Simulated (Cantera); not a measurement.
## Thermodynamics of carbon deposition, reforming and gasification, feed CH₄ + CO₂ + H₂

A closed system holds: 1 mol CH₄, 0.3 mol CO₂, 2.6 mol H₂, at 1.00 bar.

Cantera equilibrium calculation (NASA polynomials, part measured and part estimated; ideal gas, pure solids and liquids). Candidate condensed phases: C, C₆H₆, C₇H₈, C₈H₁₈, H₂O; 110 gas species. Kinetics and transport are ignored.

From 1273 K to 1798 K the condensed part is C(graphite). The main C-bearing gas is CO throughout.

```csv
T (K),log p H₂,log p CO,log p CH₄,log p H₂O,log p H,log p C₂H₂ (acetylene),log p CO₂,log p CH₃,n C(graphite)
1273,-0.06,-0.94,-2.14,-2.92,-6.18,-6.49,-4.02,-6.97,0.669
1348,-0.06,-0.94,-2.35,-3.23,-5.66,-5.98,-4.40,-6.66,0.680
1423,-0.05,-0.94,-2.53,-3.50,-5.21,-5.52,-4.74,-6.38,0.686
1498,-0.05,-0.94,-2.69,-3.75,-4.79,-5.11,-5.05,-6.13,0.690
1573,-0.05,-0.94,-2.84,-3.97,-4.42,-4.74,-5.32,-5.90,0.693
1648,-0.05,-0.94,-2.98,-4.18,-4.08,-4.40,-5.57,-5.70,0.694
1723,-0.05,-0.94,-3.10,-4.36,-3.77,-4.10,-5.79,-5.51,0.695
1798,-0.05,-0.94,-3.22,-4.53,-3.48,-3.82,-6.00,-5.34,0.695
```
log p: log10 of the partial pressure in bar; n: condensed amount in mol.
